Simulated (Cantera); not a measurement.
A closed system holds: 1 mol SiCl₄, 0.049 mol CH₄, 770 mol H₂, at 1.00 Torr.

Method: chemical equilibrium by Gibbs-energy minimisation in Cantera with the NASA 1993 tables (ideal gas, pure condensed phases). Candidate condensed phases: C, C₆H₆, C₇H₈, C₈H₁₈, Si, SiC; 109 gas species. Mutual solubility and eutectic melting of coexisting phases are not modelled. The tables' values for SiCl are old estimates; treat these amounts as uncertain. Gases not in the tables: Si₂H₆ and higher silanes. Kinetics and transport are ignored.

log p: log10 of the partial pressure in bar; n: condensed amount in mol.

| T (K) | log p H₂ | log p H | log p HCl | log p Si | log p Cl | log p SiCl₂ | log p SiH | n Si(s) | n SiC(s) | n Si(l) |
|---|---|---|---|---|---|---|---|---|---|---|
| 1625 | -2.88 | -5.59 | -5.18 | -6.79 | -7.99 | -6.93 | -7.93 | 0.771 | 0.0486 | 0 |
| 1675 | -2.88 | -5.37 | -5.18 | -6.36 | -7.78 | -6.92 | -7.58 | 0.593 | 0.0477 | 0 |
| 1725 | -2.88 | -5.17 | -5.18 | -5.99 | -7.58 | -6.94 | -7.28 | 0 | 0.0448 | 0.224 |
| 1775 | -2.88 | -4.98 | -5.18 | -5.85 | -7.39 | ? | -7.20 | 0 | 0.0410 | 0 |
| 1825 | -2.88 | -4.80 | -5.17 | -5.83 | -7.21 | ? | -7.24 | 0 | 0.0360 | 0 |
| 1875 | -2.89 | -4.63 | -5.17 | -5.81 | -7.04 | ? | -7.29 | 0 | 0.0145 | 0 |
| 1925 | -2.89 | -4.46 | -5.18 | -5.80 | -6.88 | ? | -7.33 | 0 | 0 | 0 |
| 1975 | -2.89 | -4.31 | -5.18 | -5.79 | -6.73 | ? | -7.38 | 0 | 0 | 0 |
| 2025 | -2.90 | -4.17 | -5.19 | -5.79 | -6.59 | ? | -7.44 | 0 | 0 | 0 |
| 2075 | -2.91 | -4.03 | -5.20 | -5.79 | -6.45 | ? | -7.49 | 0 | 0 | 0 |

**Question.** What belongs in the gaps?

**Answer.** 
- 1775, log p SiCl₂: -7.15
- 1825, log p SiCl₂: -7.48
- 1875, log p SiCl₂: -7.79
- 1925, log p SiCl₂: -8.09
- 1975, log p SiCl₂: -8.38
- 2025, log p SiCl₂: -8.67
- 2075, log p SiCl₂: -8.95
